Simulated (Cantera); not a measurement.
What does this Cantera script print?

```python
import numpy as np
import cantera as ct

gas_names = """
    CL CL2 H HCL H2 Si SiCL SiCL2 SiCL3 SiCL4 SiH SiHCL3 SiH2 SiH2CL2 SiH3 SiH3CL SiH4 Si2 Si3
""".split()
cond_names = """
    Si(cr) Si(L)
""".split()


# ... load() reads the species with a 1 bar reference pressure and builds the phases ...
atoms = {
    'SiHCl3': {'Si': 1, 'H': 1, 'CL': 3},
    'H2': {'H': 2},
}
top_T = {}  # K; cautious upper limits of use, not melting points


# ... equilibrate(T, P, feed) seeds the gas with the atoms and calls Mixture.equilibrate('TP', solver="vcs", rtol=1e-11, max_steps=5000) ...
results = []
feed = {'SiHCl3': 1, 'H2': 76}  # mol
P = 15000  # Pa
for T in [1125, 1175, 1225, 1275, 1325, 1375, 1425, 1475, 1525, 1575, 1625, 1675, 1725]:
    mix = equilibrate(T, P, feed)
    results.append((T, P, feed, dict(zip(mix.species_names, mix.species_moles))))
    x = sorted(zip(gas.X, gas.species_names), reverse=True)
    print(f"T = {T:g} K  P = {P:g} Pa  gas = {mix.phase_moles(0):.4g} mol")
    print("   x: " + "  ".join(f"{s} {v:.3e}" for v, s in x if v > 1e-06))
    print("   condensed (mol): " + ("  ".join(f"{mix.phase(i).name} {mix.phase_moles(i):.4g}"
          for i in range(1, mix.n_phases) if mix.phase_moles(i) > 1e-12) or "none"))
```

Result:

```
T = 1125 K  P = 15000 Pa  gas = 77.61 mol
   x: H2 9.747e-01  HCL 1.936e-02  SiCL4 2.416e-03  SiHCL3 2.113e-03  SiCL2 8.149e-04  SiCL3 4.000e-04  SiH2CL2 2.267e-04  SiH3CL 6.502e-06
   condensed (mol): Si(cr) 0.5361
T = 1175 K  P = 15000 Pa  gas = 77.73 mol
   x: H2 9.713e-01  HCL 2.370e-02  SiCL4 1.526e-03  SiHCL3 1.475e-03  SiCL2 1.319e-03  SiCL3 4.537e-04  SiH2CL2 1.828e-04  SiH3CL 6.153e-06
   condensed (mol): Si(cr) 0.6143
T = 1225 K  P = 15000 Pa  gas = 77.84 mol
   x: H2 9.686e-01  HCL 2.717e-02  SiCL2 1.859e-03  SiHCL3 9.173e-04  SiCL4 8.248e-04  SiCL3 4.404e-04  SiH2CL2 1.362e-04  SiH3CL 5.575e-06
   condensed (mol): Si(cr) 0.6744
T = 1275 K  P = 15000 Pa  gas = 77.91 mol
   x: H2 9.669e-01  HCL 2.944e-02  SiCL2 2.324e-03  SiHCL3 5.162e-04  SiCL4 3.894e-04  SiCL3 3.729e-04  SiH2CL2 9.485e-05  SiH3CL 4.867e-06  H 1.871e-06
   condensed (mol): Si(cr) 0.7116
T = 1325 K  P = 15000 Pa  gas = 77.95 mol
   x: H2 9.659e-01  HCL 3.065e-02  SiCL2 2.666e-03  SiCL3 2.889e-04  SiHCL3 2.744e-04  SiCL4 1.701e-04  SiH2CL2 6.350e-05  SiH3CL 4.156e-06  H 4.150e-06
   condensed (mol): Si(cr) 0.7298
T = 1375 K  P = 15000 Pa  gas = 77.97 mol
   x: H2 9.654e-01  HCL 3.120e-02  SiCL2 2.907e-03  SiCL3 2.149e-04  SiHCL3 1.440e-04  SiCL4 7.298e-05  SiH2CL2 4.212e-05  H 8.693e-06  SiH3CL 3.523e-06
   condensed (mol): Si(cr) 0.7361
T = 1425 K  P = 15000 Pa  gas = 77.98 mol
   x: H2 9.652e-01  HCL 3.141e-02  SiCL2 3.085e-03  SiCL3 1.583e-04  SiHCL3 7.682e-05  SiCL4 3.194e-05  SiH2CL2 2.820e-05  H 1.730e-05  SiH3CL 2.993e-06
   condensed (mol): Si(cr) 0.7361
T = 1475 K  P = 15000 Pa  gas = 77.99 mol
   x: H2 9.651e-01  HCL 3.144e-02  SiCL2 3.225e-03  SiCL3 1.173e-04  SiHCL3 4.214e-05  H 3.290e-05  SiH2CL2 1.922e-05  SiCL4 1.451e-05  SiH3CL 2.559e-06  SiH2 1.042e-06
   condensed (mol): Si(cr) 0.7331
T = 1525 K  P = 15000 Pa  gas = 78 mol
   x: H2 9.651e-01  HCL 3.139e-02  SiCL2 3.341e-03  SiCL3 8.791e-05  H 6.000e-05  SiHCL3 2.388e-05  SiH2CL2 1.337e-05  SiCL4 6.873e-06  SiH3CL 2.207e-06  SiH2 1.984e-06  CL 1.565e-06
   condensed (mol): Si(cr) 0.7287
T = 1575 K  P = 15000 Pa  gas = 78 mol
   x: H2 9.651e-01  HCL 3.130e-02  SiCL2 3.441e-03  H 1.054e-04  SiCL3 6.686e-05  SiHCL3 1.398e-05  SiH2CL2 9.496e-06  SiH2 3.625e-06  SiCL4 3.399e-06  CL 2.716e-06  SiH3CL 1.919e-06  SiCL 1.875e-06
   condensed (mol): Si(cr) 0.7236
T = 1625 K  P = 15000 Pa  gas = 78 mol
   x: H2 9.650e-01  HCL 3.119e-02  SiCL2 3.530e-03  H 1.790e-04  SiCL3 5.159e-05  SiHCL3 8.447e-06  SiH2CL2 6.882e-06  SiH2 6.380e-06  CL 4.554e-06  SiCL 3.646e-06  SiCL4 1.751e-06  SiH3CL 1.682e-06  Si 1.086e-06
   condensed (mol): Si(cr) 0.7182
T = 1675 K  P = 15000 Pa  gas = 78.01 mol
   x: H2 9.649e-01  HCL 3.107e-02  SiCL2 3.610e-03  H 2.945e-04  SiCL3 4.037e-05  SiH2 1.085e-05  CL 7.403e-06  SiCL 6.803e-06  SiHCL3 5.254e-06  SiH2CL2 5.081e-06  Si 2.893e-06  SiH 1.848e-06  SiH3CL 1.486e-06
   condensed (mol): Si(cr) 0.7125
T = 1725 K  P = 15000 Pa  gas = 78.02 mol
   x: H2 9.646e-01  HCL 3.131e-02  SiCL2 3.504e-03  H 4.710e-04  SiCL3 3.082e-05  SiH2 1.663e-05  CL 1.184e-05  SiCL 1.150e-05  Si 6.768e-06  SiH 3.679e-06  SiH2CL2 3.633e-06  SiHCL3 3.233e-06  SiH3CL 1.243e-06
   condensed (mol): Si(L) 0.7205
```

Cantera equilibrium calculation (NASA polynomials, part measured and part estimated; ideal gas, pure solids and liquids). The tables' values for SiCl3, SiCl are old estimates; treat these amounts as uncertain. Gases not in the tables: Si2H6 and higher silanes.
